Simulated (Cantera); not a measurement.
A Cantera script and what it prints.

```python
import numpy as np
import cantera as ct

gas_names = """
    H HO2 H2 H2O H2O2 Li LiH LiO LiOH Li2 Li2O Li2O2 Li2O2H2 O OH O2 O3
""".split()
cond_names = """
    H2O(s) H2O(L) Li(cr) Li(L) LiH(s) LiH(L) LiOH(s) LiOH(L) Li2O(s) Li2O(L)
""".split()


# ... load() reads the species with a 1 bar reference pressure and builds the phases ...
atoms = {
    'LiOH': {'Li': 1, 'O': 1, 'H': 1},
    'O2': {'O': 2},
}
top_T = {}  # K; cautious upper limits of use, not melting points


# ... equilibrate(T, P, feed) seeds the gas with the atoms and calls Mixture.equilibrate('TP', solver="vcs", rtol=1e-11, max_steps=5000) ...
results = []
feed = {'LiOH': 1, 'O2': 14}  # mol
P = 1333.22  # Pa
for T in [875, 1025, 1175, 1325, 1475, 1625, 1775, 1925, 2075]:
    mix = equilibrate(T, P, feed)
    results.append((T, P, feed, dict(zip(mix.species_names, mix.species_moles))))
    x = sorted(zip(gas.X, gas.species_names), reverse=True)
    print(f"T = {T:g} K  P = {P:g} Pa  gas = {mix.phase_moles(0):.4g} mol")
    print("   x: " + "  ".join(f"{s} {v:.3e}" for v, s in x if v > 1e-06))
    print("   condensed (mol): " + ("  ".join(f"{mix.phase(i).name} {mix.phase_moles(i):.4g}"
          for i in range(1, mix.n_phases) if mix.phase_moles(i) > 1e-12) or "none"))
```

Output:

```
T = 875 K  P = 1333.22 Pa  gas = 14.5 mol
   x: O2 9.655e-01  H2O 3.448e-02  LiOH 1.478e-06
   condensed (mol): Li2O(s) 0.5
T = 1025 K  P = 1333.22 Pa  gas = 14.5 mol
   x: O2 9.655e-01  H2O 3.445e-02  LiOH 6.082e-05
   condensed (mol): Li2O(s) 0.4996
T = 1175 K  P = 1333.22 Pa  gas = 14.51 mol
   x: O2 9.651e-01  H2O 3.400e-02  LiOH 9.228e-04  OH 5.315e-06  Li2O2H2 3.439e-06
   condensed (mol): Li2O(s) 0.4933
T = 1325 K  P = 1333.22 Pa  gas = 14.55 mol
   x: O2 9.621e-01  H2O 3.079e-02  LiOH 7.087e-03  OH 3.332e-05  Li2O2H2 1.151e-05  O 2.340e-06  Li2O 2.067e-06
   condensed (mol): Li2O(s) 0.4482
T = 1475 K  P = 1333.22 Pa  gas = 14.72 mol
   x: O2 9.513e-01  LiOH 2.910e-02  H2O 1.935e-02  OH 1.184e-04  Li2O 8.877e-05  O 2.425e-05  Li2O2H2 1.983e-05  Li2O2 8.787e-06  LiO 6.846e-06  Li 5.883e-06
   condensed (mol): Li2O(s) 0.284
T = 1625 K  P = 1333.22 Pa  gas = 14.96 mol
   x: O2 9.359e-01  LiOH 5.637e-02  H2O 5.132e-03  Li2O 1.831e-03  OH 2.069e-04  Li 1.666e-04  O 1.631e-04  LiO 1.080e-04  Li2O2 1.068e-04  Li2O2H2 1.164e-05
   condensed (mol): Li2O(s) 0.04727
T = 1775 K  P = 1333.22 Pa  gas = 15.02 mol
   x: O2 9.316e-01  LiOH 5.807e-02  H2O 3.997e-03  Li2O 3.399e-03  Li 1.036e-03  O 8.003e-04  OH 5.052e-04  LiO 4.145e-04  Li2O2 1.288e-04  H 3.096e-06  Li2O2H2 2.656e-06  H2 1.525e-06
   condensed (mol): none
T = 1925 K  P = 1333.22 Pa  gas = 15.07 mol
   x: O2 9.276e-01  LiOH 5.514e-02  H2O 4.923e-03  Li 3.630e-03  Li2O 3.220e-03  O 3.069e-03  OH 1.323e-03  LiO 9.654e-04  Li2O2 8.485e-05  H 2.204e-05  H2 7.088e-06
   condensed (mol): none
T = 2075 K  P = 1333.22 Pa  gas = 15.2 mol
   x: O2 9.173e-01  LiOH 4.950e-02  O 9.669e-03  Li 9.498e-03  H2O 6.469e-03  OH 3.155e-03  Li2O 2.456e-03  LiO 1.773e-03  H 1.245e-04  Li2O2 4.733e-05  H2 2.915e-05
   condensed (mol): none
```

Equilibrium computed with Cantera from the NASA thermochemical tables; the gas is ideal and each condensed phase is pure. Condensed phases not in the tables: the peroxide.
